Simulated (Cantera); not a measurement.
A perfectly stirred reactor is fed with NH3 : H2 = 0.45 : 0.49 (molar parts), at 0.133 bar; it is held at 1925 K, and followed from long to short residence time.

Computed with Cantera and the gas-phase N/H chemistry of the illustrative SiF4/NH3 mechanism in the Surface Chemkin manual (1991). Walls and surfaces, which speed up NH3 decomposition in real reactors, are not modelled.

One state of this run: x NH3 = 0.152; x H2 = 0.737; x NH2 = 0.000261; x N = 4.57e-7; x N2 = 0.110. x: mole fraction; the columns are a selection and need not sum to one.

Task: Which value of τ (s) does it belong to?
A. 0.30
B. 2.0
C. 1.1
D. 0.012

Result: C, 1.1
